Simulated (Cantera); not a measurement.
A closed system holds: 1 mol B2O3, 1.1 mol H2O, 0.55 mol H2, at 1902 °C and 0.100 bar.

These are equilibrium values from Cantera (NASA tables, ideal gas, pure condensed phases), not measurements of a reactor. Candidate condensed phases: B, B2O3, B3O3H3, H2O; 23 gas species. Equilibrium is a limit: real reactors are often held back by kinetics, nucleation or transport.

Base state: HBO2 0.450, H2 0.199, H2O 0.189, B2O3 0.145, H 0.00688, HBO 0.00461, BO2 0.00252, BO 0.00198 (mole fractions); condensed: gas only.

Q: What changes in the equilibrium state with this change: pressure from 0.100 bar to 55.0 Pa?

A: 
```json
[
 {"species": "HBO2", "before": "0.450", "after": "0.388"},
 {"species": "H2O", "before": "0.189", "after": "0.166"},
 {"species": "H2", "before": "0.199", "after": "0.163"},
 {"species": "H", "before": "0.00688", "after": "0.0839"},
 {"species": "OH", "before": "0.000877", "after": "0.0115"},
 {"species": "BO2", "before": "0.00252", "after": "0.0324"},
 {"species": "BO", "before": "0.00198", "after": "0.0237"},
 {"species": "B2O3", "before": "0.145", "after": "0.122"},
 {"species": "O2", "before": "8.55e-6", "after": "0.00179"},
 {"species": "O", "before": "2.13e-5", "after": "0.00416"},
 {"species": "B2O2", "before": "0.000229", "after": "0.000180"}
]
```
